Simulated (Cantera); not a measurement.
Input: 1 mol SiC, 0.13 mol H2O, 640 mol H2, held at 1950 °C.

Equilibrium computed with Cantera from the NASA thermochemical tables; the gas is ideal and each condensed phase is pure. Candidate condensed phases: C, C6H6, C7H8, C8H18, H2O, Si, SiC, SiO2; 123 gas species. Gases not in the tables: Si2H6 and higher silanes. Equilibrium is a limit: real reactors are often held back by kinetics, nucleation or transport.

Q: Which condensed phases are stable at each of these points (P (Pa)): 0.100, 2.50, 63, 1600, 40000, 1000000?

A: 
```json
[
 {"P (Pa)": "0.100", "condensed phases": "gas only", "Si condensed (%)": "0.0"},
 {"P (Pa)": "2.50", "condensed phases": "gas only", "Si condensed (%)": "0.0"},
 {"P (Pa)": "63", "condensed phases": "gas only", "Si condensed (%)": "0.0"},
 {"P (Pa)": "1600", "condensed phases": "gas only", "Si condensed (%)": "0.0"},
 {"P (Pa)": "40000", "condensed phases": "SiC(s)", "Si condensed (%)": "50.2"},
 {"P (Pa)": "1000000", "condensed phases": "SiC(s)", "Si condensed (%)": "66.6"}
]
```

From 0.100 Pa to 1600 Pa nothing is condensed. From 40000 Pa to 1000000 Pa the condensed part is SiC(s).
